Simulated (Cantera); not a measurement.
What does this Cantera script print?

```python
import numpy as np
import cantera as ct

gas = ct.Solution("gri30.yaml")


def delay(T, t_max=10):
    gas.TPX = T, 230000, {'CH4': 1, 'CO': 1.2, 'O2': 2.17, 'N2': 8.15, 'H2O': 2.9}
    reactor = ct.IdealGasReactor(gas, clone=False)
    net = ct.ReactorNet([reactor])
    net.rtol, net.atol = 1e-8, 1e-16
    while net.time < t_max:
        t_old, T_old = net.time, reactor.T
        net.step()
        if reactor.T > T + 400:  # ignition: a rise of 400 K
            return t_old + (T + 400 - T_old) / (reactor.T - T_old) * (net.time - t_old)
    return np.nan


taus = []
for T in [1075, 1150, 1225, 1300, 1375, 1450, 1525, 1600]:
    taus.append(delay(T))
    print(f"T0 = {T:6g} K   tau = {taus[-1]:.4e} s")
```

Result:

```
T0 =   1075 K   tau = 3.1506e-01 s
T0 =   1150 K   tau = 9.1375e-02 s
T0 =   1225 K   tau = 2.9674e-02 s
T0 =   1300 K   tau = 1.0493e-02 s
T0 =   1375 K   tau = 3.9689e-03 s
T0 =   1450 K   tau = 1.5960e-03 s
T0 =   1525 K   tau = 6.8418e-04 s
T0 =   1600 K   tau = 3.1483e-04 s
```

Cantera simulation using GRI-Mech 3.0 (53 species, 325 reactions); the numbers are that mechanism's predictions, not measurements.
